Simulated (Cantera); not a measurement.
Feed: 1 mol TiO2, 1.4 mol MgCl2, a varied amount of O2, at 1975 K and 10.0 mbar.

Method: chemical equilibrium by Gibbs-energy minimisation in Cantera with the NASA 1993 tables (ideal gas, pure condensed phases). Candidate condensed phases: Mg, MgCl2, MgO, MgTiO3, MgTi2O5, Mg2TiO4, Ti, TiCl2, TiCl3, TiCl4, TiO, TiO2, Ti2O3, Ti3O5, Ti4O7; 20 gas species. Mutual solubility and eutectic melting of coexisting phases are not modelled. Condensed phases not in the tables: alloys, solid solutions and most ternary compounds. The numbers say what is thermodynamically allowed, not how fast it happens.

### Question
At 1.7 mol O2, list the 4 most abundant gas species with their mole fractions, and the condensed phases.

### Answer
Cl 0.420, O2 0.382, MgCl2 0.190, Cl2 0.00394. Condensed: MgTi2O5(l) + Mg2TiO4(s).
